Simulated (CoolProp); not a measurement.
Vinyl chloride at several states: Z from the reference equation and from simpler models built on Tc = 151.9 °C, pc = 5.600 MPa, ω = 0.160; each cubic takes its own stable root.

Values from CoolProp's reference Helmholtz-energy equation of state, Thol 2022.

```
T (°C)   p (MPa)   phase  reference  van der Waals  Redlich-Kwong  Soave-Redlich-Kwong  Peng-Robinson
-------  -------  ------  ---------  -------------  -------------  -------------------  -------------
41.35       3.87  liquid     0.1056         0.1659         0.1161                  [?]         0.1003
-87.85     0.257  liquid   0.009472        0.01551        0.01042              0.01038       0.009239
77.45       13.2  liquid        [?]         0.5065         0.3709               0.3645            [?]
142.15    0.0141     gas     0.9991         0.9992         0.9991               0.9991         0.9990
-143.55   0.0364  liquid   0.001747       0.002962       0.001987             0.001992       0.001780
71.55      0.323     gas     0.9624         0.9711         0.9635               0.9619         0.9593
```

### Question
What belongs in the gaps?

### Answer

- 41.35, Soave-Redlich-Kwong: 0.1135
- 77.45, reference: 0.3397
- 77.45, Peng-Robinson: 0.3236
